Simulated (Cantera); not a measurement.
## Pyrogenic steam for wet oxidation

A perfectly stirred reactor is fed with H₂ : O₂ : N₂ : H₂O = 1.8 : 1 : 5.1 : 0.052 (molar parts), equivalence ratio 0.90, at 0.207 atm; it is held at 1400 K, and followed from long to short residence time.

Cantera simulation using GRI-Mech 3.0 (53 species, 325 reactions); the numbers are that mechanism's predictions, not measurements. The temperature is held fixed by assumption; the heat of reaction is taken as removed at once.

```csv
τ (s),x H₂,x O₂,x NO,x NO₂,x N₂O
0.90,0.00115,0.0145,1.88e-6,5.53e-10,5.83e-8
0.31,0.00224,0.0150,2.50e-6,4.30e-10,4.39e-8
0.11,0.00412,0.0159,3.82e-6,3.96e-10,3.36e-8
0.039,0.00721,0.0174,6.03e-6,4.03e-10,2.66e-8
0.014,0.0117,0.0199,9.00e-6,4.30e-10,2.19e-8
0.0048,0.0181,0.0239,1.24e-5,4.59e-10,1.86e-8
0.0017,0.0256,0.0292,1.47e-5,4.56e-10,1.63e-8
0.00059,0.0339,0.0358,1.40e-5,3.82e-10,1.44e-8
0.00021,0.0430,0.0430,9.65e-6,2.39e-10,1.25e-8
```
x: mole fraction; the columns are a selection and need not sum to one.
